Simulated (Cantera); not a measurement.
**Equilibrium for iron carbonyl, mercury and lead vapours: HgO + H₂**

Charge: 1 mol HgO, a varied amount of H₂, held at 475 K and 0.100 bar.

These are equilibrium values from Cantera (NASA tables, ideal gas, pure condensed phases), not measurements of a reactor. Candidate condensed phases: H₂O, Hg, HgO; 10 gas species. Rates play no part.

```tsv
n(H₂) (mol)	x H₂O	x H₂	x Hg	x O₂	n Hg(l)	n HgO(s)
0.87	0.757	<1e-12	0.243	2.05e-8	0.591	0.130
1	0.757	<1e-12	0.243	<1e-12	0.680	0
1.2	0.631	0.126	0.243	<1e-12	0.616	0
1.4	0.541	0.216	0.243	<1e-12	0.551	0
1.7	0.446	0.312	0.243	<1e-12	0.455	0
2	0.379	0.379	0.243	<1e-12	0.359	0
2.4	0.316	0.442	0.243	<1e-12	0.231	0
2.8	0.270	0.487	0.243	<1e-12	0.103	0
3.3	0.233	0.535	0.233	<1e-12	0	0
3.9	0.204	0.592	0.204	<1e-12	0	0
4.6	0.179	0.643	0.179	<1e-12	0	0
```
x: gas mole fraction; n: condensed amount in mol.

At 0.87 mol H₂ the condensed part is Hg(l) + HgO(s). From 1 mol H₂ to 2.8 mol H₂ the condensed part is Hg(l). From 3.3 mol H₂ to 4.6 mol H₂ nothing is condensed. The main Hg-bearing gas is Hg throughout.
